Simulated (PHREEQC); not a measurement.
0.02 g of hydrous ferric oxide (600 m²/g; 0.2 weak and 0.005 strong sites per Fe, Dzombak-Morel constants, diffuse double layer) in 1 kg of water with 0.005 mol/kgw of an inert sodium salt, at 25 °C; the pH is set by adding NaOH or the inert anion's acid. Oxygen is held at 0.21 atm. No CO2 enters from the air. No solid was allowed to form.

The numbers come from PHREEQC with the ion-association model, wateq4f.dat.

Predict surface charge σ (C/m²), surface potential ψ (mV) at pH = 5.5, 12.


```
pH   surface charge σ (C/m²)  surface potential ψ (mV)
---  -----------------------  ------------------------
5.5                    0.059                       137
12                    -0.215                      -172
```

Complexes and solids missing from the database can't appear.
